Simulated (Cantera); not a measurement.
Cantera with NASA thermochemical tables; ideal gases at 1 bar, condensed phases pure. Values are per mole of reaction as written; species without (g) are pure solids or liquids, kept so even where they would boil at 1 bar.

4 N(g) + TaO2(g) = Ta + 2 N2O(g), with ΔH° = -1526.7 kJ and ΔS° = -412.1 J/K at 300 K.

How far is the shortcut ΔG° ≈ ΔH°(300 K) − T·ΔS°(300 K) from the full temperature-dependent value at 848, 1048, 1248, 1448, 1648, 1848, 2048, 2248, 2448, 2648, 2848 K?


```csv
T (K),shortcut (kJ),full (kJ),difference (kJ),difference in log10 K
848,-1177.2,-1171.3,-5.9,0.36
1048,-1094.8,-1085.8,-9.0,0.45
1248,-1012.4,-1000.2,-12.2,0.51
1448,-929.9,-914.7,-15.2,0.55
1648,-847.5,-829.5,-18.1,0.57
1848,-765.1,-744.4,-20.7,0.58
2048,-682.7,-659.6,-23.1,0.59
2248,-600.2,-575.0,-25.2,0.59
2448,-517.8,-490.7,-27.1,0.58
2648,-435.4,-406.7,-28.7,0.57
2848,-353.0,-323.0,-30.0,0.55
```
The shortcut ignores the heat-capacity change of the reaction.
